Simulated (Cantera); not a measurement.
Input: 1 mol CaF2, 250 mol H2, 0.059 mol O2, held at 1552 °C and 0.100 bar.

Equilibrium computed with Cantera from the NASA thermochemical tables; the gas is ideal and each condensed phase is pure. Candidate condensed phases: Ca, CaF2, CaO, Ca(OH)2, H2O; 29 gas species. Kinetics and transport are ignored.

Task: What is the equilibrium state?

Result: 
```json
{
  "x(H2)": "0.993",
  "x(CaF2)": "0.00254",
  "x(HF)": "0.00221",
  "x(H)": "0.00139",
  "x(CaF)": "0.000654",
  "x(Ca)": "0.000428",
  "x(H2O)": "0.000117",
  "x(CaOH)": "1.15e-6",
  "n(CaO(s))": "0.0882 mol",
  "gas_amount": "251.4 mol",
  "log10 activity of CaF2(l) (absent)": "-0.27",
  "log10 activity of Ca(l) (absent)": "-4.48"
}
```
